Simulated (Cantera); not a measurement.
Input: 1 mol PbO, 1.8 mol C, 0.27 mol CO, held at 1475 K.

Cantera equilibrium calculation (NASA polynomials, part measured and part estimated; ideal gas, pure solids and liquids). Candidate condensed phases: C, Pb, PbO, PbO2, Pb3O4; 15 gas species. Kinetics and transport are ignored.

**Question.** Which condensed phases are stable at each of these points (P (Pa)): 10, 52, 270, 1400, 7200, 37000, 190000, 1000000?

**Answer.** 
| P (Pa) | condensed phases | Pb condensed (%) |
|---|---|---|
| 10 | C(graphite) | 0.0 |
| 52 | C(graphite) | 0.0 |
| 270 | C(graphite) | 0.0 |
| 1400 | C(graphite) | 0.0 |
| 7200 | C(graphite) + Pb(l) | 53.7 |
| 37000 | C(graphite) + Pb(l) | 93.0 |
| 190000 | C(graphite) + Pb(l) | 98.7 |
| 1000000 | C(graphite) + Pb(l) | 99.8 |

From 10.0 Pa to 14.0 mbar the condensed part is C(graphite). From 72.0 mbar to 10.0 bar the condensed part is C(graphite) + Pb(l).
